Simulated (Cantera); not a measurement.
A Cantera script and what it prints.

```python
import numpy as np
import cantera as ct

gas_names = """
    Ca CaF CaF2 CaO Ca2 F FO FO2 F2 F2O O O2 O3
""".split()
cond_names = """
    Ca(a) Ca(b) Ca(L) CaF2(a) CaF2(b) CaF2(L) CaO(s) CaO(L)
""".split()


# ... load() reads the species with a 1 bar reference pressure and builds the phases ...
atoms = {
    'CaO': {'Ca': 1, 'O': 1},
    'F2': {'F': 2},
}
top_T = {}  # K; cautious upper limits of use, not melting points


# ... equilibrate(T, P, feed) seeds the gas with the atoms and calls Mixture.equilibrate('TP', solver="vcs", rtol=1e-11, max_steps=5000) ...
results = []
feed = {'CaO': 1, 'F2': 0.53}  # mol
P = 100000  # Pa
for T in [723, 923, 1123, 1323, 1523, 1723, 1923]:
    mix = equilibrate(T, P, feed)
    results.append((T, P, feed, dict(zip(mix.species_names, mix.species_moles))))

top = {s: max(r[3][s] / sum(r[3][g] for g in gas_names) for r in results) for s in gas_names}
cols = sorted((s for s in top if top[s] > 0.0001), key=lambda s: -top[s])[:5]
seen = [c for c in cond_names if any(r[3].get(c, 0) > 1e-12 for r in results)]
print("log10 of partial pressures in bar; condensed amounts in mol")
print(f"{'T/K':>10s}" + "".join(f"{s[:9]:>10s}" for s in cols + seen))
for T, P, feed, n in results:
    ng = sum(n[g] for g in gas_names)
    print(f"{T:10.4g}" + "".join(f"{np.log10(max(n[s] / ng * P / 1e5, 1e-99)):10.3f}" for s in cols)
          + "".join(f"{n.get(c, 0):10.4g}" for c in seen))
```

Result:

```
log10 of partial pressures in bar; condensed amounts in mol
       T/K        O2      CaF2         O   CaF2(a)   CaF2(b)   CaF2(L)    CaO(s)
       723    -0.000   -21.482   -14.849      0.53         0         0      0.47
       923    -0.000   -14.752   -10.904      0.53         0         0      0.47
      1123    -0.000   -10.481    -8.357      0.53         0         0      0.47
      1323    -0.000    -7.553    -6.575      0.53         0         0      0.47
      1523    -0.000    -5.452    -5.258         0      0.53         0      0.47
      1723    -0.000    -3.917    -4.245         0         0      0.53      0.47
      1923    -0.001    -2.813    -3.442         0         0    0.5296      0.47
```

These are equilibrium values from Cantera (NASA tables, ideal gas, pure condensed phases), not measurements of a reactor. Mutual solubility and eutectic melting of coexisting phases are not modelled.
